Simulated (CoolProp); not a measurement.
The fluid at 262.05 K and 0.612 MPa (stagnation) flows isentropically through a choked orifice. The same conditions are run with several fluids, on thermodynamics alone (safety and materials aside).

Model: reference Helmholtz-energy equation of state of each fluid (C2F6 (R116): Lemmon 2006; ethylene: Smukala 2000; CF4 (R14): Platzer 1990; dry air: Lemmon 2000), in CoolProp. The equations of Platzer and Polt are older, rougher fits. Blends and air are pseudo-pure fits.

Question: Rank C2F6 (R116), ethylene, CF4 (R14), dry air by throat to inlet pressure ratio, highest first.

Answer: C2F6 (R116) (0.596), CF4 (R14) (0.569), ethylene (0.550), dry air (0.527)

| fluid | mass flux (kg/(m² s)) | throat temperature (K) |
|---|---|---|
| C2F6 (R116) | 3160 | 248.8 |
| ethylene | 1490 | 229.0 |
| CF4 (R14) | 2540 | 239.6 |
| dry air | 1530 | 218.0 |
